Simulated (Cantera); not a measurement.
**n-butane + H2O + H2 (carbon deposition, reforming and gasification)**

A closed system holds: 1 mol n-butane, 1.9 mol H2O, 19 mol H2.

Equilibrium computed with Cantera from the NASA thermochemical tables; the gas is ideal and each condensed phase is pure. Candidate condensed phases: C, C6H6, C7H8, C8H18, H2O; 110 gas species. The ideal-gas law is rough above about 30 bar. Equilibrium is a limit: real reactors are often held back by kinetics, nucleation or transport.

Task: Map the stable condensed phases over T = 675, 825, 975, 1125, 1275, 1425, 1575, 1725, 1875, 2025, 2175, 2325, 2475 K and P in Pa = 10, 40, 160, 630, 2500, 10000, 40000, 160000, 630000, 2500000, 10000000.

Result: 
```
T in K \ P in Pa
               10       40      160      630     2500    10000    40000   160000   630000  2500000 10000000
   2475         A        A        A        A        A        A        A        A        A        A        A
   2325         A        A        A        A        A        A        A        A        A        A        A
   2175         A        A        A        A        A        A        A        A        A        A        A
   2025         A        A        A        A        A        A        A        A        A        A        A
   1875         A        A        A        A        A        A        A        A        A        A        A
   1725         A        A        A        A        A        A        A        A        A        A        A
   1575         A        A        A        A        A        A        A        A        A        A        B
   1425         A        A        A        A        A        A        A        A        A        A        B
   1275         A        A        A        A        A        A        A        A        A        B        B
   1125         A        A        A        A        A        A        A        A        B        B        B
    975         A        A        A        A        A        A        A        B        B        B        B
    825         A        A        A        A        A        A        B        B        B        B        B
    675         A        A        A        A        B        B        B        B        B        B        B
```
A: C; B: gas only.
